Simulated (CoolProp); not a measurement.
R404A at 293.15 K and 0.768 MPa flows at 0.059 m/s in a round tube of 4.6 mm bore and 1.5 µm roughness, fully developed (64/Re and Nu = 3.66 if laminar; Colebrook and Gnielinski if turbulent). Each further row changes one setting.

Model: reference Helmholtz-energy equation of state, Lemmon 2003, in CoolProp. It is a pseudo-pure fit of the blend.

```
case                Reynolds number  Darcy friction factor  pressure drop (Pa/m)  heat-transfer coefficient (W/(m² K))  mass flow (kg/h)
------------------  ---------------  ---------------------  --------------------  ------------------------------------  ----------------
as stated                       798                 0.0802                  1.10                                  11.3             0.128
velocity 0.118 m/s             1600                 0.0401                  2.20                                  11.3             0.255
diameter 9.2 mm                1600                 0.0401                 0.274                                  5.63             0.511
```

Viscosity comes from a separate model (Geller 2000). Thermal conductivity comes from a separate model (Geller 2001).
